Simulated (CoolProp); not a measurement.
Saturated liquid density (kg/m³) of C3F8 (R218): the reference equation beside estimates from Tc = 71.9 °C, pc = 2.640 MPa, ω = 0.317. Rackett uses Z = 0.29056 − 0.08775 ω.

The numbers come from the reference Helmholtz-energy equation of state, Lemmon 2006 in CoolProp. It is a short technical equation, of lower accuracy than the large ones.

```tsv
T (°C)	reference	Rackett	van der Waals	Soave-Redlich-Kwong
-74.85	1753	1876	1085	1660
-66.35	1722	1844	1067	1633
-57.85	1691	1810	?	1605
-49.35	1660	1775	1030	1575
-40.85	1627	1739	1010	1543
-32.35	1594	1702	989.5	1509
-23.85	1560	1664	967.9	1472
-15.35	1524	?	945.1	1433
-6.85	1486	1582	921.1	1391
1.65	?	1538	895.6	1345
10.15	1405	1492	868.5	1295
18.65	1360	1442	839.2	1241
27.25	1310	1388	807.0	1180
```

### Question
Complete the blanks.

### Answer

- -57.85, van der Waals: 1049
- -15.35, Rackett: 1624
- 1.65, reference: 1447

Absolute difference from the reference over all 13 rows, mean and median: Rackett 6.6 and 6.7 %, van der Waals 38.1 and 38.0 %, Soave-Redlich-Kwong 6.4 and 5.6 %.
